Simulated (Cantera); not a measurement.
A diamond (100) surface in a fixed gas of H2 with x(CH4) = 0.0075, x(H) = 0.0063, x(CH3) = 0.0013, at 1223 K; coverages are run to steady state.

Detailed kinetics in Cantera: the Harris–Goodwin 1993 mechanism for the reconstructed diamond (100) surface.

θ: site fractions in the mechanism's names (c6HH fully hydrogenated, c6H* and c6*H radical sites, c6** diradical, c6HM methylated).

```tsv
P (Pa)	growth (µm/h)	θ c6HH	θ c6H*	θ c6*H	θ c6**	θ c6HM
650	?	0.425	0.0406	0.497	0.0311	0.00186
1200	?	0.424	0.0405	0.496	0.0310	0.00333
2200	?	0.423	0.0403	0.494	0.0309	0.00575
4100	?	0.420	0.0401	0.490	0.0306	0.00964
7600	?	0.417	0.0397	0.485	0.0304	0.0151
14000	?	0.412	0.0394	0.480	0.0300	0.0216
26000	?	0.408	0.0390	0.474	0.0297	0.0282
48000	?	0.404	0.0389	0.468	0.0294	0.0338
```

Some entries are withheld; supply them.


- 650, growth (µm/h): 1.02
- 1200, growth (µm/h): 2.39
- 2200, growth (µm/h): 5.89
- 4100, growth (µm/h): 15.4
- 7600, growth (µm/h): 40.1
- 14000, growth (µm/h): 99.1
- 26000, growth (µm/h): 232
- 48000, growth (µm/h): 504
